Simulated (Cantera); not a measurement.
Cantera run, input and output.

```python
import numpy as np
import cantera as ct

gas = ct.Solution("gri30.yaml")
gas.TPX = 1350, 1333, {'N2O': 1, 'H2': 0.019, 'N2': 3.2}
reactor = ct.IdealGasConstPressureReactor(gas, energy="off", clone=False)
net = ct.ReactorNet([reactor])
net.rtol, net.atol = 1e-08, 1e-18
show = ['N2O', 'H2', 'H2O', 'H2O2', 'HO2']
times = np.geomspace(0.0005, 80, 12)

steps = ct.SolutionArray(gas, extra=["t"])
rows = []
print(f"{'t/s':>10s}{'T/K':>9s}{'P/Pa':>11s}" + "".join(f"{s:>11s}" for s in show))
for t in times:
    while net.time < t:
        t_next = net.step()
        steps.append(gas.state, t=t_next)
    rows.append([np.interp(t, steps.t, y) for y in (steps.T, steps.P, *steps(*show).X.T)])
    print(f"{t:10.3e}{rows[-1][0]:9.1f}{rows[-1][1]:11.4g}" + "".join(f"{x:11.3e}" for x in rows[-1][2:]))
rate = np.gradient(steps.T, steps.t)
print("integrator steps:", len(steps.t))
if steps.T.max() > steps.T[0] + 200:
    print(f"time of steepest temperature rise: {steps.t[rate.argmax()]:.4e} s")
gas.TPX = 1350, 1333, {'N2O': 1, 'H2': 0.019, 'N2': 3.2}
gas.equilibrate("TP")
print(f"equilibrium (TP): T = {gas.T:.1f} K  " + "  ".join(f"{s} {gas[s].X[0]:.3e}" for s in show))
```

Output:

```
       t/s      T/K       P/Pa        N2O         H2        H2O       H2O2        HO2
 5.000e-04   1350.0       1333  2.370e-01  4.502e-03  2.978e-07  5.427e-13  3.799e-09
 1.486e-03   1350.0       1333  2.370e-01  4.493e-03  6.350e-06  3.385e-11  7.959e-08
 4.417e-03   1350.0       1333  2.368e-01  4.398e-03  8.791e-05  1.283e-09  9.522e-07
 1.313e-02   1350.0       1333  2.360e-01  3.761e-03  6.996e-04  1.310e-08  3.441e-06
 3.903e-02   1350.0       1333  2.334e-01  1.849e-03  2.607e-03  1.564e-08  4.061e-06
 1.160e-01   1350.0       1333  2.297e-01  3.298e-04  4.143e-03  8.858e-09  2.975e-06
 3.448e-01   1350.0       1333  2.233e-01  1.454e-05  4.456e-03  2.114e-09  1.333e-06
 1.025e+00   1350.0       1333  2.063e-01  1.511e-07  4.436e-03  6.090e-10  6.062e-07
 3.046e+00   1350.0       1333  1.638e-01  1.468e-07  4.349e-03  2.131e-10  2.167e-07
 9.055e+00   1350.0       1333  8.423e-02  1.816e-07  4.189e-03  1.260e-10  5.476e-08
 2.691e+01   1350.0       1333  1.290e-02  2.367e-07  4.046e-03  1.004e-10  6.955e-09
 8.000e+01   1350.0       1333  1.658e-04  5.599e-08  4.028e-03  2.395e-11  1.787e-09
integrator steps: 1962
equilibrium (TP): T = 1350.0 K  N2O 3.242e-09  H2 2.224e-08  H2O 4.030e-03  H2O2 1.190e-11  HO2 2.380e-09
```

Model: GRI-Mech 3.0 (53 species, 325 reactions), integrated in Cantera. GRI-Mech 3.0 was tuned for natural gas; its chemistry of N2O as a main component is partial and can be far from experiment. Radical loss at walls, strong at low pressure, is not modelled. The mechanism lacks the step 2 NO + O2 → 2 NO2, which can matter for NO2 below about 1400 K. The temperature is held fixed by assumption; the heat of reaction is taken as removed at once.
